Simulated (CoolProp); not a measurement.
Properties of R115 along the isotherm 228.7 K (Tc = 353.1 K, pc = 3129 kPa, ω = 0.248).

The numbers come from the reference Helmholtz-energy equation of state, Lemmon 2016 in CoolProp.

| p (kPa) | phase | density (kg/m³) | cp (kJ/(kg K)) | cv (kJ/(kg K)) | speed of sound (m/s) | fugacity coefficient |
|---|---|---|---|---|---|---|
| 313 | liquid | 1566 | 0.9245 | 0.6227 | 635.9 | 0.2490 |
| 626 | liquid | 1567 | 0.9238 | 0.6227 | 638.2 | 0.1265 |
| 939 | liquid | 1568 | 0.9231 | 0.6226 | 640.6 | 0.08574 |
| 1250 | liquid | 1569 | 0.9224 | 0.6226 | 642.9 | 0.06545 |
| 1560 | liquid | 1570 | 0.9217 | 0.6225 | 645.1 | 0.05329 |
| 1880 | liquid | 1571 | 0.9210 | 0.6225 | 647.5 | 0.04496 |
| 2190 | liquid | 1572 | 0.9203 | 0.6224 | 649.7 | 0.03922 |
| 2500 | liquid | 1573 | 0.9197 | 0.6224 | 651.9 | 0.03491 |
| 2820 | liquid | 1575 | 0.9190 | 0.6224 | 654.2 | 0.03146 |
| 3130 | liquid | 1576 | 0.9184 | 0.6223 | 656.4 | 0.02880 |
| 3440 | liquid | 1577 | 0.9178 | 0.6223 | 658.6 | 0.02663 |
| 3760 | liquid | 1578 | 0.9172 | 0.6223 | 660.8 | 0.02477 |
| 4070 | liquid | 1579 | 0.9166 | 0.6222 | 662.9 | 0.02325 |
| 4380 | liquid | 1580 | 0.9160 | 0.6222 | 665.1 | 0.02195 |
| 4690 | liquid | 1581 | 0.9154 | 0.6222 | 667.2 | 0.02083 |
